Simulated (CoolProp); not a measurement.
The fluid at 298.15 K and 0.42 MPa expands adiabatically to 0.0334 MPa with isentropic efficiency 0.9. The same conditions are run with several fluids, on thermodynamics alone (safety and materials aside).

Computed with CoolProp (reference Helmholtz-energy equation of state of each fluid (C3F8 (R218): Lemmon 2006; fluoroethane (R161): Wu 2012; CH2F2 (R32): Tillner-Roth 1997; carbon monoxide: Lemmon 2006; CH3F (R41): Lemmon 2006)).

| fluid | work (kJ/kg) | final temperature (K) | final phase | final density (kg/m³) |
|---|---|---|---|---|
| C3F8 (R218) | 26.6 | 257.6 | gas | 2.97 |
| fluoroethane (R161) | 93.4 | 214.0 | two-phase, vapour fraction 0.979 | 0.935 |
| CH2F2 (R32) | 82.2 | 201.9 | two-phase, vapour fraction 0.963 | 1.10 |
| carbon monoxide | 143 | 159.7 | gas | 0.706 |
| CH3F (R41) | 122 | 176.7 | two-phase, vapour fraction 0.998 | 0.792 |
